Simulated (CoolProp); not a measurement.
Vapour-liquid equilibrium of p-xylene (1) + n-nonane (2) at 491.1 K; x and y are mole fractions of (1).

Model: multi-fluid Helmholtz-energy mixture model, Zhou 2012 and Lemmon 2006; pair parameters Bell 2016, in CoolProp.

```tsv
x	bubble pressure (MPa)	y at the bubble point	dew pressure at overall composition x (MPa)	liquid density (mol/L)
0.05	0.4597	0.062	0.4583	4.284
0.2	0.4801	0.236	0.4759	4.517
0.35	…	0.396	…	4.775
0.5	0.5173	…	0.5115	5.060
0.65	0.5352	0.691	0.5300	5.377
0.8	0.5531	0.828	0.5493	5.729
0.95	…	0.958	0.5701	6.123
```

Task: What belongs in the gaps?

Result: 
- 0.35, bubble pressure (MPa): 0.4991
- 0.35, dew pressure at overall composition x (MPa): 0.4936
- 0.5, y at the bubble point: 0.548
- 0.95, bubble pressure (MPa): 0.5714

No azeotrope shows between x = 0.05 and 0.95.

Pair parameters are fitted to limited data, so mixtures are less certain than the pure fluids.
